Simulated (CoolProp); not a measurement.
Vapour-liquid equilibrium of R113 (1) + benzene (2) at 387.8 K; x and y are mole fractions of (1).

Model: multi-fluid Helmholtz-energy mixture model, Marx 1992 and Thol 2012; pair parameters Bell 2016, in CoolProp.

```csv
x,bubble pressure (bar),y at the bubble point,dew pressure at overall composition x (bar),liquid density (mol/L)
0.05,2.963,0.146,2.738,9.718
0.125,3.385,0.298,2.910,9.452
0.2,3.742,0.406,3.101,9.197
0.275,4.050,0.489,3.314,8.953
0.35,4.323,0.557,3.550,8.719
0.425,4.570,0.616,3.811,8.495
0.5,4.798,0.670,4.095,8.281
0.575,5.013,0.721,4.398,8.076
0.65,5.216,0.770,4.713,7.880
0.725,5.412,0.818,5.031,7.692
0.8,5.600,0.866,5.340,7.513
0.875,5.783,0.915,5.633,7.341
0.95,5.959,0.966,5.905,7.176
```

No azeotrope shows between x = 0.05 and 0.95.

Pair parameters are fitted to limited data, so mixtures are less certain than the pure fluids.
